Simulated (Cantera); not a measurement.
Input: 1 mol Si2Cl6, 19 mol N2, 0.1 mol NH3, equilibrated at 7.80 Pa.

Equilibrium computed with Cantera from the NASA thermochemical tables; the gas is ideal and each condensed phase is pure. Candidate condensed phases: NH4Cl, Si, Si3N4; 28 gas species. The feed counts by its element totals alone. The tables' values for SiCl3 are old estimates; treat these amounts as uncertain. Equilibrium is a limit: real reactors are often held back by kinetics, nucleation or transport.

log p: log10 of the partial pressure in bar; n: condensed amount in mol.

```tsv
T (°C)	log p N2	log p SiCl4	log p SiCl2	log p SiCl3	log p HCl	n Si3N4(s)
852	-4.15	-5.31	-6.34	-6.37	-5.95	0.162
902	-4.15	___	___	-6.11	-5.95	___
952	-4.16	-5.59	-5.44	-5.96	-5.97	0
1002	-4.16	-5.60	-5.44	-5.93	-5.96	0
1052	-4.16	-5.61	-5.44	-5.90	-5.96	0
1102	-4.16	-5.63	-5.44	-5.87	-5.96	0
1152	-4.16	-5.67	-5.43	-5.85	-5.96	0
```

Question: Some entries are withheld; supply them.

Answer: 
- 902, log p SiCl4: -5.40
- 902, log p SiCl2: -5.83
- 902, n Si3N4(s): 0.108
